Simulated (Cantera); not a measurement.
## trisilylamine + NH3 + H2 (silicon nitride deposition)

Feed: 1 mol trisilylamine, 6.5 mol NH3, 0.19 mol H2.

Equilibrium computed with Cantera from the NASA thermochemical tables; the gas is ideal and each condensed phase is pure. Candidate condensed phases: Si, Si3N4; 18 gas species. The feed counts by its element totals alone. Mutual solubility and eutectic melting of coexisting phases are not modelled. Rates play no part.

Stable condensed phases:

```
T in °C \ P in Pa
              5     17     59    210    710   2400   8400  29000 100000
   1700       A      A      B      B      B      B      B      B      C
   1650       A      B      B      B      B      B      B      C      D
   1600       A      B      B      B      B      B      B      D      D
   1550       B      B      B      B      B      B      C      D      D
   1500       B      B      B      B      B      B      D      D      D
   1450       B      B      B      B      B      D      D      D      D
   1400       B      B      B      B      C      D      D      D      D
   1350       B      B      B      B      D      D      D      D      D
   1300       B      B      B      D      D      D      D      D      D
```

A: gas only; B: Si; C: Si + Si3N4; D: Si3N4.
